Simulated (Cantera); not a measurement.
An isothermal, constant-pressure homogeneous reactor starts with 2.78 % CH4, 97.2 % N2, at 1575 K and 2670 Pa.

Model: GRI-Mech 3.0 (53 species, 325 reactions), integrated in Cantera. GRI-Mech 3.0 stops at C3 and has no aromatics, soot or wall deposition, so with more carbon than oxygen in the feed, carbon stays in small species such as C2H2 where larger ones or solid carbon would form. Radical loss at walls, strong at low pressure, is not modelled.

One state of this run: x CH4 = 0.00124; x C2H2 = 0.0129; x HCN = 1.87e-6; x CH2 = 2.60e-8; x C2H6 = 8.90e-8; x H2 = 0.0387. x: mole fraction; the columns are a selection and need not sum to one.

### Question
Which value of t (s) does it belong to?
A. 10.0
B. 0.00367
C. 0.0352
D. 0.00119

### Answer
A, 10.0
